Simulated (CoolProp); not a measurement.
Vapour-liquid equilibrium of toluene (1) + m-xylene (2) at 120.65 °C; x and y are mole fractions of (1).

Model: multi-fluid Helmholtz-energy mixture model, Lemmon 2006 and Zhou 2012; pair parameters Bell 2016, in CoolProp.

### Question
Give the bubble pressure and the first vapour's composition at x = 0.2, 0.35, 0.65. Is there an azeotrope?

### Answer
x = 0.2: 0.7622 bar, y = 0.364; x = 0.35: 0.8831 bar, y = 0.550; x = 0.65: 1.107 bar, y = 0.798. No azeotrope shows between x = 0.05 and 0.95.

Pair parameters are fitted to limited data, so mixtures are less certain than the pure fluids.
